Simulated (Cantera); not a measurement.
A closed system holds: 1 mol C₂H₅OH, a varied amount of H₂O, 0.97 mol H₂, equilibrated at 1.40 bar.

Equilibrium computed with Cantera from the NASA thermochemical tables; the gas is ideal and each condensed phase is pure. Candidate condensed phases: C, C₆H₆, C₇H₈, C₈H₁₈, H₂O; 110 gas species. Kinetics and transport are ignored.

**Question.** What condenses at these points (T in K, n(H₂O) in mol): (1398, 0.37); (1998, 1.9); (1198, 1.1); (1398, 3.5); (1198, 3.1)?

**Answer.** 
```csv
T (K),n(H₂O) in mol,condensed phases,C condensed (%)
1398,0.37,C,30.8
1998,1.9,gas only,0.0
1198,1.1,gas only,0.0
1398,3.5,gas only,0.0
1198,3.1,gas only,0.0
```
